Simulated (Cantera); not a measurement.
An adiabatic, constant-pressure homogeneous reactor starts with C3H8 : O2 : N2 : H2O = 1 : 3.9 : 12.5 : 2.9 (molar parts), at 1323 K and 10500 Torr.

Computed with Cantera and GRI-Mech 3.0 (53 species, 325 reactions). GRI-Mech 3.0 was tuned for natural gas; its chemistry of propane as a main component is partial and can be far from experiment. The pressure lies above the range GRI-Mech 3.0 was tuned for (to about 10 atm).

Problem. Predict: time of steepest temperature rise; temperature at 0.400 s; equilibrium temperature; x(O2) at 0.400 s; x(H2O) at 0.400 s; x(CH2O) at 0.400 s; x(NO2) at 0.400 s; x(NO) at 0.400 s; x(H) at 0.400 s.

Solution. 
```
Item                                                                 Value
---------------------------------  ---------------------------------------
time of steepest temperature rise                                 0.170 ms
temperature at 0.400 s                                              2767 K
equilibrium temperature                                             2767 K
x(O2) at 0.400 s                   0.00126 (gas-phase equilibrium 0.00126)
x(H2O) at 0.400 s                      0.262 (gas-phase equilibrium 0.262)
x(CH2O) at 0.400 s                 1.42e-8 (gas-phase equilibrium 1.42e-8)
x(NO2) at 0.400 s                  4.56e-7 (gas-phase equilibrium 4.56e-7)
x(NO) at 0.400 s                   0.00228 (gas-phase equilibrium 0.00228)
x(H) at 0.400 s                    0.00381 (gas-phase equilibrium 0.00381)
```
